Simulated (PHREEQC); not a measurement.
Consider water at 20 °C with 0.0068 mol NaBF4, 0.0016 mol (CH3)4NF and 0.012 mol HCl per kg of water. Closed to the air; pH follows from the charge balance.

Equilibrium calculation in PHREEQC: ion-association model, phreeqc.dat.

Precipitation was switched off in this run.

Task: Estimate the pH, ionic strength.

Result: pH 2.05; ionic strength 0.0184 mol/kgw.

Task: In which forms is F present?

Result: BF4- 76 %, HF 18 %, BF3OH- 3.6 %, F- 1.7 %, BF2(OH)2- 0.5 % of the F.

(CH3)4N+ isn't in the database: it is added as a free cation with an ion size of 4 Å. Real BF4- forms and hydrolyses slowly; the run takes it at equilibrium.
